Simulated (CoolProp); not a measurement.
200 sccm (0 °C, 1 atm) of nitrogen bubbles through liquid octamethylcyclotetrasiloxane (D4) at 357.4 K and leaves saturated at a total pressure of 0.124 MPa (ideal gas phase). Each further row changes one setting.

Computed with CoolProp (reference Helmholtz-energy equation of state, Thol 2015).

```csv
case,vapour pressure (kPa),mole fraction of vapour,delivery (mg/min),delivery (sccm),change of delivery for a bath 1 K warmer (%)
as stated,4.40,0.0355,97.3,7.35,4.9
bath temperature 362.4 K,?,0.0445,123,?,4.8
total pressure 0.248 MPa,4.40,0.0177,?,3.61,4.8
```

### Question
Some entries are withheld; supply them.

### Answer

- bath temperature 362.4 K, vapour pressure (kPa): 5.52
- bath temperature 362.4 K, delivery (sccm): 9.31
- total pressure 0.248 MPa, delivery (mg/min): 47.8
